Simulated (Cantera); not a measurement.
Charge: 1 mol Ti, 8.2 mol CH4, equilibrated at 1525 K and 37.0 Pa.

Method: chemical equilibrium by Gibbs-energy minimisation in Cantera with the NASA 1993 tables (ideal gas, pure condensed phases). Candidate condensed phases: C, C6H6, C7H8, C8H18, Ti, TiC; 77 gas species. TiC: taken at fixed stoichiometry. Kinetics and transport are ignored.

Base state: H2 0.999, H 0.00123, C2H2 (acetylene) 1.21e-5 (mole fractions); condensed: C(graphite) + TiC(s).

Problem. What changes in the equilibrium state with this change: Ti replaced by TiCl4?

Solution. 
```json
[
 {"species": "H2", "before": "0.999", "after": "0.782"},
 {"species": "HCl", "before": "0", "after": "0.217"},
 {"species": "H", "before": "0.00123", "after": "0.00109"},
 {"species": "Cl", "before": "0", "after": "0.000242"},
 {"species": "TiCl3", "before": "0", "after": "8.81e-5"},
 {"species": "TiCl2", "before": "0", "after": "1.52e-5"},
 {"species": "C2H2 (acetylene)", "before": "1.21e-5", "after": "9.45e-6"},
 {"species": "C(graphite), mol", "before": "7.20", "after": "7.20"},
 {"species": "TiC(s), mol", "before": "1.00", "after": "0.998"}
]
```
The tables' values for TiCl2 are old estimates; treat these amounts as uncertain. Further candidate phases: TiCl2, TiCl3, TiCl4.
